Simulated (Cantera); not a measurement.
Feed: 1 mol Fe(CO)₅, 68 mol H₂, at 0.100 bar.

Cantera equilibrium calculation (NASA polynomials, part measured and part estimated; ideal gas, pure solids and liquids). Candidate condensed phases: C, C₆H₆, C₇H₈, C₈H₁₈, Fe, Fe(CO)₅, FeO, Fe(OH)₂, Fe(OH)₃, Fe₂O₃, Fe₃O₄, H₂O; 114 gas species. The numbers say what is thermodynamically allowed, not how fast it happens. All values below are at 1350 K.

Base state: H₂ 0.931, CO 0.0684, CH₄ 0.000137, H₂O 0.000133 (mole fractions); condensed: Fe(γ).

Q: What changes in the equilibrium state with this change: Fe(CO)₅ replaced by PbO?

A: 
```
species       before   after
----------  --------  ------
H₂             0.931   0.971
H₂O         0.000133  0.0145
Pb                 0  0.0145
CO            0.0684       0
CH₄         0.000137       0
Fe(γ), mol     1.000       0
```
Further candidate phases: Pb, PbO, PbO₂, Pb₃O₄.
